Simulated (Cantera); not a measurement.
Cantera run, input and output.

```python
import numpy as np
import cantera as ct

gas = ct.Solution("gri30.yaml")
gas.TPX = 1200, 101325, {'N2O': 1, 'N2': 6.5}
inlet = ct.Reservoir(gas, clone=True)

reactor = ct.IdealGasConstPressureReactor(gas, energy="off", clone=False)
exhaust = ct.Reservoir(gas, clone=True)
tau = [7.3, 2.7, 0.97, 0.35, 0.13, 0.047, 0.017, 0.0063, 0.0023, 0.00083, 0.0003][0]
for a, b in ((inlet, reactor), (reactor, exhaust)):
    ct.MassFlowController(a, b, mdot=lambda t: reactor.mass / tau)
net = ct.ReactorNet([reactor])
show = ['N2O', 'O', 'O2', 'NO2', 'N2']

rows = []
print(f"{'tau/s':>10s}{'T/K':>9s}" + "".join(f"{s:>11s}" for s in show))
for tau in [7.3, 2.7, 0.97, 0.35, 0.13, 0.047, 0.017, 0.0063, 0.0023, 0.00083, 0.0003]:
    net.initial_time = 0.0
    net.advance(30 * tau)
    before = gas.X
    net.advance(40 * tau)
    drift = np.max(np.abs(gas.X - before) / (gas.X + 1e-9))
    rows.append([gas.T, *gas[show].X, drift])
    print(f"{tau:10.3e}{gas.T:9.1f}" + "".join(f"{x:11.3e}" for x in gas[show].X))
```

It prints:

```
     tau/s      T/K        N2O          O         O2        NO2         N2
 7.300e+00   1200.0  3.069e-02  7.913e-07  4.490e-02  7.073e-05  9.181e-01
 2.700e+00   1200.0  5.605e-02  1.081e-06  3.327e-02  6.501e-05  9.048e-01
 9.700e-01   1200.0  8.632e-02  1.359e-06  1.998e-02  4.484e-05  8.896e-01
 3.500e-01   1200.0  1.103e-01  1.554e-06  9.716e-03  2.308e-05  8.778e-01
 1.300e-01   1200.0  1.235e-01  1.654e-06  4.148e-03  9.632e-06  8.714e-01
 4.700e-02   1200.0  1.295e-01  1.698e-06  1.591e-03  3.232e-06  8.685e-01
 1.700e-02   1200.0  1.319e-01  1.712e-06  5.878e-04  8.682e-07  8.673e-01
 6.300e-03   1200.0  1.328e-01  1.710e-06  2.187e-04  1.858e-07  8.669e-01
 2.300e-03   1200.0  1.331e-01  1.692e-06  7.915e-05  3.062e-08  8.668e-01
 8.300e-04   1200.0  1.333e-01  1.638e-06  2.768e-05  4.139e-09  8.667e-01
 3.000e-04   1200.0  1.333e-01  1.504e-06  9.192e-06  4.744e-10  8.667e-01
```

Detailed kinetics in Cantera: GRI-Mech 3.0 (53 species, 325 reactions). GRI-Mech 3.0 was tuned for natural gas; its chemistry of N2O as a main component is partial and can be far from experiment. The mechanism lacks the step 2 NO + O2 → 2 NO2, which can matter for NO2 below about 1400 K. The temperature is held fixed by assumption; the heat of reaction is taken as removed at once.
